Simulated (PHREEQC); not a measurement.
## Spent oxide etchant: an equilibrium model

Dissolve 0.0057 mol HF, 0.00019 mol H2SiF6, 0.0044 mol H3PO4 and 0.0012 mol FeCl3 per kg of water at 25 °C. Closed to the air; pH follows from the charge balance.

The numbers come from PHREEQC with the ion-association model, wateq4f.dat.

No solid was allowed to form.

Estimate the pH, ionic strength.

pH 2.27; ionic strength 0.00709 mol/kgw.

In which forms is F present?

HF 43 %, FeF2+ 21 %, FeF3 16 %, SiF6-2 13 %, F- 5.8 %, FeF+2 0.9 % of the F.

The solution is supersaturated, for example in Strengite, Hematite (slow to form), so a real one may precipitate; this is no full list. Species that the database lacks are ignored. H3PO4, which wateq4f.dat lacks, is added to it with the constant of phreeqc.dat. SiF6-2 is the database's only silicon fluoride. Fluoro complexes past AlF4- and FeF3 are missing from the database.
